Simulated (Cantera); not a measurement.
Feed: 1 mol Cu2O, 0.92 mol H2, 7.1 mol N2, equilibrated at 160 Pa.

Method: chemical equilibrium by Gibbs-energy minimisation in Cantera with the NASA 1993 tables (ideal gas, pure condensed phases). Candidate condensed phases: Cu, CuO, Cu(OH)2, Cu2O, H2O; 27 gas species. Rates play no part. All values below are at 700 °C.

Base state: N2 0.885, H2O 0.115 (mole fractions); condensed: Cu(s) + Cu2O(s).

### Question
What changes in the equilibrium state with this change: Cu2O replaced by FeS?

### Answer
| species | before | after |
|---|---|---|
| N2 | 0.885 | 0.885 |
| H2 | 7.50e-7 | 0.115 |
| H2S | 0 | 0.000101 |
| H2O | 0.115 | 0 |
| Cu(s), mol | 1.84 | 0 |
| Cu2O(s), mol | 0.0800 | 0 |
| Fe(α), mol | 0 | 0.000813 |
| FeS(s), mol | 0 | 0.999 |
FeS: taken at fixed stoichiometry. Further candidate phases: Fe, FeS, FeS2, S.

### Question
What changes in the equilibrium state with this change: Cu2O replaced by PbS?

### Answer
| species | before | after |
|---|---|---|
| N2 | 0.885 | 0.859 |
| H2 | 7.50e-7 | 0.109 |
| PbS | 0 | 0.0264 |
| H2O | 0.115 | 0 |
| Pb | 0 | 0.00285 |
| H2S | 0 | 0.00282 |
| S2 | 0 | 1.26e-5 |
| Cu(s), mol | 1.84 | 0 |
| Cu2O(s), mol | 0.0800 | 0 |
| PbS(s), mol | 0 | 0.758 |
Further candidate phases: Pb, PbS, S.
